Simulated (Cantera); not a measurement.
A closed system holds: 1 mol SiO₂, 0.33 mol C, 1.1 mol N₂, at 100 Torr.

Method: chemical equilibrium by Gibbs-energy minimisation in Cantera with the NASA 1993 tables (ideal gas, pure condensed phases). Candidate condensed phases: C, Si, SiC, SiO₂, Si₂N₂O, Si₃N₄; 34 gas species. The tables hold silica as quartz up to 1696 K and as liquid above; real silica turns to tridymite and cristobalite and melts near 1996 K. Equilibrium is a limit: real reactors are often held back by kinetics, nucleation or transport.

Over these rows the condensed part is SiO₂(l). Partial pressures as log10 of bar:

```
T (K)  1000/T (1/K)  log p CO₂  log p N₂  log p SiO  log p CO
-----  ------------  ---------  --------  ---------  --------
2050         0.4878      -4.49     -1.08      -1.60     -1.60
2100         0.4762          ?     -1.08      -1.60     -1.60
2150         0.4651      -3.91     -1.08      -1.60     -1.60
2200         0.4545      -3.65     -1.08      -1.60     -1.61
2250         0.4444      -3.40     -1.08      -1.60     -1.61
2300         0.4348      -3.16     -1.08      -1.59     -1.62
```

Fit log p(CO₂) = a + b·(1000/T) to the five rows, give the apparent enthalpy, and predict the row at 2100 K.

Means: 1000/T = 0.4573, log p = -3.722. Sxy = -0.041891, Sxx = 0.0016716, so b = -25.06 and a = -3.722 − (-25.06)×0.4573 = 7.74.
Apparent enthalpy: −19.145 × (-25.06) = 480 kJ/mol. With the condensed phases at unit activity, SiO₂(l) + CO(g) = CO₂(g) + SiO(g) links this pressure to the main gases: over the six rows their terms move log p by -0.03 in all, so the slope is close to that reaction's ΔH°. The five rows lie within 0.01 of the line.
Prediction at 2100 K: 7.74 + (-25.06)×0.4762 = -4.19. The computed value is -4.19, 0.00 from the line.
